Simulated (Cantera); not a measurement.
**Equilibrium for aluminium and copper etching: Cu + HF + N2**

Input: 1 mol Cu, 3.8 mol HF, 9.1 mol N2, held at 948 K and 2.80 mbar.

Method: chemical equilibrium by Gibbs-energy minimisation in Cantera with the NASA 1993 tables (ideal gas, pure condensed phases). Candidate condensed phases: Cu, CuF2; 25 gas species. Kinetics and transport are ignored.

| Item | Result |
|---|---|
| x(N2) | 0.705 |
| x(HF) | 0.295 |
| n(Cu(s)) | 1.000 mol |
| gas amount | 12.90 mol |
| log10 activity of CuF2(s) (absent) | -6.09 |
